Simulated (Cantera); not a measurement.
Standard-state values (1 bar) from the NASA 1993 polynomials, evaluated with Cantera. Values are per mole of reaction as written; species without (g) are pure solids or liquids, kept so even where they would boil at 1 bar.

Between 798 and 1398 K, where is each reaction favourable under standard conditions?
- KCl(g) + H(g) → HCl(g) + K(g)


- KCl(g) + H(g) → HCl(g) + K(g): ΔG° is 1 kJ at 798 K and 11 kJ at 1398 K; it stays positive (K < 1). ΔH° is -14 kJ and ΔS° -18 J/K at 1398 K.
